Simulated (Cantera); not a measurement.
Input: 1 mol Cu2O, 1600 mol H2, 9.2 mol N2, held at 802 °C and 2.00 mbar.

Cantera equilibrium calculation (NASA polynomials, part measured and part estimated; ideal gas, pure solids and liquids). Candidate condensed phases: Cu, CuO, Cu(OH)2, Cu2O, H2O; 27 gas species. The numbers say what is thermodynamically allowed, not how fast it happens.

Base state: H2 0.994, N2 0.00572, H2O 0.000621 (mole fractions); condensed: Cu(s).

Task: What changes in the equilibrium state with this change: Cu2O replaced by FeS?

Result: 
```csv
species,before,after
H2,0.994,0.994
N2,0.00572,0.00572
H2S,0,0.000621
H2O,0.000621,0
"Cu(s), mol",2.00,0
"Fe(α), mol",0,1.00
```
Further candidate phases: Fe, FeS, FeS2, S.
